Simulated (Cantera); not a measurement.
# Thermodynamics of silicon nitride deposition, feed trisilylamine + N2 + H2

A closed system holds: 1 mol trisilylamine, 0.2 mol N2, 8.6 mol H2, equilibrated at 1473.15 K and 158 Torr.

Equilibrium computed with Cantera from the NASA thermochemical tables; the gas is ideal and each condensed phase is pure. Candidate condensed phases: Si, Si3N4; 18 gas species. The feed counts by its element totals alone. Mutual solubility and eutectic melting of coexisting phases are not modelled. Rates play no part.

```yaml
x(H2): 1.000
x(N2): 0.000132
x(H): 2.77e-5
x(SiH2): 1.05e-6
n(Si(s)): 1.95 mol
n(Si3N4(s)): 0.349 mol
gas_amount: 13.10 mol
```
